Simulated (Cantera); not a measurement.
Charge: 1 mol C, 0.018 mol O₂, 32 mol N₂, at 550 °C and 0.570 bar.

Equilibrium computed with Cantera from the NASA thermochemical tables; the gas is ideal and each condensed phase is pure. Candidate condensed phases: C; 24 gas species. Kinetics and transport are ignored.

Base state: N₂ 0.999, CO 0.00106, CO₂ 3.07e-5 (mole fractions); condensed: C(graphite).

What changes in the equilibrium state with this change: C replaced by CO?


```tsv
species	before	after
N₂	0.999	0.976
CO	0.00106	0.0166
CO₂	3.07e-5	0.00749
C(graphite), mol	0.965	0.210
```
